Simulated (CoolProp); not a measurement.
Methanol at several states: Z from the reference equation and from simpler models built on Tc = 513.4 K, pc = 8.216 MPa, ω = 0.565; each cubic takes its own stable root.

The numbers come from the reference Helmholtz-energy equation of state, de Reuck 1993 in CoolProp.

| T (K) | p (MPa) | phase | reference |
|---|---|---|---|
| 384.1 | 14.2 | liquid | 0.1980 |
| 383.4 | 1.09 | liquid | 0.01565 |
| 392.1 | 0.0206 | gas | 0.9972 |
| 243.2 | 5.7 | liquid | 0.1073 |
| 228.2 | 5.48 | liquid | 0.1081 |
| 377.2 | 0.0329 | gas | 0.9944 |

### Question
How far does each simpler model (van der Waals, Redlich-Kwong, Peng-Robinson) lie from the reference over these 6 states: mean and median of the absolute difference, and the worst?

### Answer
- van der Waals: mean 1009.3 %, median 101.8 %, worst +5747.9 % at 383.4 K and 1.09 MPa
- Redlich-Kwong: mean 947.9 %, median 37.6 %, worst +5569.6 % at 383.4 K and 1.09 MPa
- Peng-Robinson: mean 11.6 %, median 16.9 %, worst +18.0 % at 228.2 K and 5.48 MPa

At some of these states van der Waals, Redlich-Kwong gives the other phase, because its saturation line lies elsewhere.
